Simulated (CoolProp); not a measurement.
Hydrogen chloride at 293.15 K and 11.3 MPa is throttled through a valve to 3.76 MPa with no heat exchange. Each further row changes one setting.

Model: reference Helmholtz-energy equation of state, Thol 2018, in CoolProp.

```json
[
 {"case": "as stated", "temperature change (K)": "___", "final phase": "___", "final density (kg/m³)": "725"},
 {"case": "outlet pressure 1.13 MPa", "temperature change (K)": "-48.6", "final phase": "___", "final density (kg/m³)": "89.5"},
 {"case": "outlet pressure 4.89 MPa", "temperature change (K)": "___", "final phase": "liquid", "final density (kg/m³)": "855"}
]
```

Some entries are withheld; supply them.


- as stated, temperature change (K): -5.0
- as stated, final phase: two-phase, vapour fraction 0.021
- outlet pressure 1.13 MPa, final phase: two-phase, vapour fraction 0.248
- outlet pressure 4.89 MPa, temperature change (K): -2.1
